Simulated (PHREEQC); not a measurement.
A column of 0.5 m (30 cells, dispersivity 0.018 m, 300 s a shift, diffusion coefficient 3e-10 m²/s) holds 0.046 eq of the database's cation exchanger X per kg of pore water, first in equilibrium with 22 mmol/kgw MgSO4, 43 mmol/kgw MnCl2 and 0.01 mmol/kgw HCl. It is flushed with 0.023 mol/kgw LiCl, 0.037 mol/kgw NaCl, 0.023 mol/kgw MgSO4 and 1e-05 mol/kgw HCl, at 25 °C. Values are for the last cell. The system is closed to CO2. Precipitation was switched off in this run.

Base run: PHREEQC, ion-association model, phreeqc.dat. Each further column changes one thing. The table gives Mn in solution (mol/kgw).

```csv
pore volumes,base,exchange capacity from 0.046 to 0.023 eq/kgw,dispersivity from 0.018 to 0.036 m
0,0.0430,0.0430,0.0430
0.3167,0.0430,0.0430,0.0430
0.7167,0.0404,___,0.0373
1.017,0.0289,0.0252,___
1.317,0.0177,___,0.0173
1.717,0.00881,0.00396,0.00949
2.017,0.00479,0.00145,0.00592
2.317,0.00235,0.000479,___
2.717,0.000803,___,0.00176
3.017,0.000335,___,___
```

Task: What belongs in the gaps?

Result: 
- 0.7167, exchange capacity from 0.046 to 0.023 eq/kgw: 0.0395
- 1.017, dispersivity from 0.018 to 0.036 m: 0.0265
- 1.317, exchange capacity from 0.046 to 0.023 eq/kgw: 0.0124
- 2.317, dispersivity from 0.018 to 0.036 m: 0.00359
- 2.717, exchange capacity from 0.046 to 0.023 eq/kgw: 9.76e-5
- 3.017, exchange capacity from 0.046 to 0.023 eq/kgw: 2.80e-5
- 3.017, dispersivity from 0.018 to 0.036 m: 0.00101
